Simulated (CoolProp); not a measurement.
Vapour-liquid equilibrium of fluoroethane (R161) (1) + R134a (2) at 0.519 MPa; x and y are mole fractions of (1).

The numbers come from the multi-fluid Helmholtz-energy mixture model, Wu 2012 and Tillner-Roth 1994; pair parameters Bell 2016 in CoolProp.

| x | bubble temperature, mixture model (K) | bubble temperature, Raoult's law (K) | y, mixture model | y, Raoult's law |
|---|---|---|---|---|
| 0.05 | 289.6 | 289.4 | 0.061 | 0.070 |
| 0.2 | 288.2 | 287.5 | 0.242 | 0.263 |
| 0.35 | 286.6 | 285.6 | 0.415 | 0.436 |
| 0.5 | 284.9 | 283.9 | 0.577 | 0.591 |
| 0.65 | 283.1 | 282.2 | 0.724 | 0.729 |
| 0.8 | 281.1 | 280.6 | 0.855 | 0.854 |
| 0.95 | 279.2 | 279.0 | 0.967 | 0.965 |

The largest gap from Raoult's law is +1.0 K in bubble temperature, at x = 0.5. No azeotrope shows between x = 0.05 and 0.95.

Pair parameters are fitted to limited data, so mixtures are less certain than the pure fluids.
